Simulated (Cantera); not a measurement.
An adiabatic, constant-volume homogeneous reactor starts with H2 : O2 : N2 = 1 : 0.877 : 3.3 (molar parts), equivalence ratio 0.57, at 1250 K and 12.0 bar. Integrator tolerance rtol = 1e-08.

Model: the H2/O2 subset of GRI-Mech 3.0, which has no nitrogen chemistry, integrated in Cantera. The hydrogen kinetics of GRI-Mech 3.0 are dated; newer H2 mechanisms differ, most at raised pressure. The pressure lies above the range GRI-Mech 3.0 was tuned for (to about 10 atm).

What does this change do: pressure from 12.0 bar to 5.70 bar?


```json
[
 {"quantity": "time of steepest temperature rise", "before": "17.8 µs", "after": "9.13 µs"},
 {"quantity": "temperature at 0.500 s", "before": "2793 K", "after": "2765 K"},
 {"quantity": "equilibrium temperature", "before": "2793 K", "after": "2765 K"},
 {"quantity": "x(H2) at 0.500 s", "before": "0.00313 (gas-phase equilibrium 0.00313)", "after": "0.00406 (gas-phase equilibrium 0.00406)"},
 {"quantity": "x(O2) at 0.500 s", "before": "0.0762 (gas-phase equilibrium 0.0762)", "after": "0.0757 (gas-phase equilibrium 0.0757)"},
 {"quantity": "x(O) at 0.500 s", "before": "0.00297 (gas-phase equilibrium 0.00297)", "after": "0.00386 (gas-phase equilibrium 0.00386)"},
 {"quantity": "x(HO2) at 0.500 s", "before": "4.16e-5 (gas-phase equilibrium 4.16e-5)", "after": "3.22e-5 (gas-phase equilibrium 3.22e-5)"},
 {"quantity": "x(OH) at 0.500 s", "before": "0.0162 (gas-phase equilibrium 0.0162)", "after": "0.0181 (gas-phase equilibrium 0.0181)"}
]
```

What does this change do: initial temperature 1250 to 1498 K?


```json
[
 {"quantity": "time of steepest temperature rise", "before": "17.8 µs", "after": "1.32 µs"},
 {"quantity": "temperature at 0.500 s", "before": "2793 K", "after": "2931 K"},
 {"quantity": "equilibrium temperature", "before": "2793 K", "after": "2931 K"},
 {"quantity": "x(H2) at 0.500 s", "before": "0.00313 (gas-phase equilibrium 0.00313)", "after": "0.00543 (gas-phase equilibrium 0.00543)"},
 {"quantity": "x(O2) at 0.500 s", "before": "0.0762 (gas-phase equilibrium 0.0762)", "after": "0.0745 (gas-phase equilibrium 0.0745)"},
 {"quantity": "x(O) at 0.500 s", "before": "0.00297 (gas-phase equilibrium 0.00297)", "after": "0.00526 (gas-phase equilibrium 0.00526)"},
 {"quantity": "x(HO2) at 0.500 s", "before": "4.16e-5 (gas-phase equilibrium 4.16e-5)", "after": "5.12e-5 (gas-phase equilibrium 5.12e-5)"},
 {"quantity": "x(OH) at 0.500 s", "before": "0.0162 (gas-phase equilibrium 0.0162)", "after": "0.0227 (gas-phase equilibrium 0.0227)"}
]
```
